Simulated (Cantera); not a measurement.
## Ignition delay

Mixture: 5.94 % C3H8, 19.8 % O2, 74.3 % N2, equivalence ratio 1.5, at 29.0 bar, adiabatic and at constant pressure. Ignition delay is the time to a rise of 400 K.

Cantera simulation using GRI-Mech 3.0 (53 species, 325 reactions); the numbers are that mechanism's predictions, not measurements. GRI-Mech 3.0 was tuned for natural gas; its chemistry of propane as a main component is partial and can be far from experiment. The pressure lies above the range GRI-Mech 3.0 was tuned for (to about 10 atm).

```json
[
 {"T0 (K)": "1200", "delay (ms)": "0.764"},
 {"T0 (K)": "1275", "delay (ms)": "0.228"},
 {"T0 (K)": "1350", "delay (ms)": "0.0737"},
 {"T0 (K)": "1425", "delay (ms)": "0.0266"},
 {"T0 (K)": "1500", "delay (ms)": "0.0109"},
 {"T0 (K)": "1575", "delay (ms)": "0.00512"}
]
```

```
Quantity                                                Result
--------------------------------------------------  ----------
apparent activation energy between 1425 and 1575 K  200 kJ/mol
```
